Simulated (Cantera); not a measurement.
Mixture: 17.0 % CO, 0.834 % H₂, 10.3 % O₂, 71.9 % N₂, at 760 Torr, adiabatic and at constant volume. Ignition delay is the time to a rise of 400 K.

Detailed kinetics in Cantera: GRI-Mech 3.0 (53 species, 325 reactions). Where the delays flatten at high temperature, the 400 K rule measures the pace of heat release, not the induction time.

**Question.** Predict: delay at 1075 K; delay at 1225 K; delay at 1375 K; delay at 1525 K; delay at 1675 K.

**Answer.** 
```
Item               Result
---------------  --------
delay at 1075 K  0.566 ms
delay at 1225 K  0.253 ms
delay at 1375 K  0.183 ms
delay at 1525 K  0.166 ms
delay at 1675 K  0.173 ms
```
